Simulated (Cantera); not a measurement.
A perfectly stirred reactor is fed with 0.520 % CO, 1.88 % O₂, 0.645 % H₂O, 89.6 % N₂, 7.35 % H₂, equivalence ratio 2.1, at 750 Torr; it is held at 1475 K, and followed from long to short residence time.

Model: GRI-Mech 3.0 (53 species, 325 reactions), integrated in Cantera. The temperature is held fixed by assumption; the heat of reaction is taken as removed at once.

x: mole fraction; the columns are a selection and need not sum to one.

```
τ (s)      x CO      x O₂   x H₂O    x HO₂     x NO    x CO₂
------  -------  --------  ------  -------  -------  -------
0.97    0.00364   8.75e-6  0.0432  3.39e-9  1.30e-7  0.00165
0.57    0.00364   1.15e-5  0.0432  4.47e-9  1.66e-7  0.00165
0.33    0.00364   1.52e-5  0.0432  5.94e-9  2.14e-7  0.00165
0.20    0.00365         ?  0.0432        ?        ?  0.00165
0.11    0.00365   2.69e-5  0.0432  1.06e-8  3.59e-7  0.00164
0.067   0.00366   3.49e-5  0.0431  1.38e-8  4.53e-7  0.00164
0.039   0.00366   4.66e-5  0.0431  1.84e-8  5.83e-7  0.00163
0.023   0.00367         ?  0.0430        ?        ?  0.00162
0.013   0.00368   8.57e-5  0.0429  3.40e-8  9.61e-7  0.00160
0.0079  0.00370  0.000114  0.0428  4.53e-8  1.19e-6  0.00159
```

Problem. Some entries are withheld; supply them.

Solution. 
- 0.20, x O₂: 1.97e-5
- 0.20, x HO₂: 7.71e-9
- 0.20, x NO: 2.71e-7
- 0.023, x O₂: 6.22e-5
- 0.023, x HO₂: 2.47e-8
- 0.023, x NO: 7.44e-7
